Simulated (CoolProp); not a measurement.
Vapour-liquid equilibrium of acetone (1) + n-decane (2) at 0.184 MPa; x and y are mole fractions of (1).

Computed with CoolProp (multi-fluid Helmholtz-energy mixture model, Lemmon 2006 and Lemmon 2006; pair parameters Bell 2016).

```
x      bubble temperature (K)  y at the bubble point  dew temperature at overall composition x (K)  liquid density (mol/L)
-----  ----------------------  ---------------------  --------------------------------------------  ----------------------
0.05                    442.0                  0.519                                         470.0                   4.416
0.125                   407.6                  0.829                                         466.2                   4.879
0.2                     387.2                  0.919                                         462.3                   5.290
0.275                   375.2                  0.951                                         458.1                   5.683
0.35                    367.9                  0.966                                         453.7                   6.082
0.425                   363.4                  0.973                                         448.8                   6.506
0.5                     360.5                  0.977                                         443.4                   6.968
0.575                   358.4                  0.980                                         437.4                   7.483
0.65                    356.7                  0.983                                         430.5                   8.067
0.725                   355.2                  0.985                                         422.4                   8.742
0.8                     353.5                  0.988                                         412.3                   9.532
0.875                   351.6                  0.992                                         398.6                   10.47
0.95                    349.4                  0.996                                         375.8                   11.61
```

No azeotrope shows between x = 0.05 and 0.95.

Pair parameters are fitted to limited data, so mixtures are less certain than the pure fluids. With so large a gap from Raoult's law the liquid may split in two, which this calculation doesn't test in full.
